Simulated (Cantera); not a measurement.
Ignition delay

Mixture: CH₄ : O₂ : N₂ = 1 : 2 : 12.8 (molar parts), equivalence ratio 1.0, at 2.00 bar, adiabatic and at constant pressure. Ignition delay is the time to a rise of 400 K.

Detailed kinetics in Cantera: GRI-Mech 3.0 (53 species, 325 reactions).

| T0 (K) | delay (ms) |
|---|---|
| 1198 | 42.6 |
| 1273 | 15.8 |
| 1348 | 6.22 |
| 1423 | 2.58 |
| 1498 | 1.14 |
| 1573 | 0.535 |
| 1648 | 0.272 |
| 1723 | 0.149 |
| 1798 | 0.0878 |
| 1873 | 0.0550 |

| Item | Value |
|---|---|
| apparent activation energy between 1723 and 1873 K | 180 kJ/mol |
